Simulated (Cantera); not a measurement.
A closed system holds: 1 mol FeS, 280 mol H₂, 2.6 mol N₂, held at 6.90 mbar.

Equilibrium computed with Cantera from the NASA thermochemical tables; the gas is ideal and each condensed phase is pure. Candidate condensed phases: Fe, FeS, FeS₂, S; 16 gas species. Kinetics and transport are ignored.

Question: Which condensed phases are stable at each of these points (T (K)): 1300, 1375, 1450, 1525, 1600, 1675, 1750, 1825, 1900, 1975?

Answer: 
```tsv
T (K)	condensed phases	Fe condensed (%)
1300	Fe(γ)	100.0
1375	Fe(γ)	100.0
1450	Fe(γ)	99.8
1525	Fe(γ)	99.0
1600	Fe(γ)	95.5
1675	Fe(δ)	83.0
1750	Fe(δ)	42.7
1825	gas only	0.0
1900	gas only	0.0
1975	gas only	0.0
```

From 1300 K to 1600 K the condensed part is Fe(γ). From 1675 K to 1750 K the condensed part is Fe(δ). From 1825 K to 1975 K nothing is condensed.
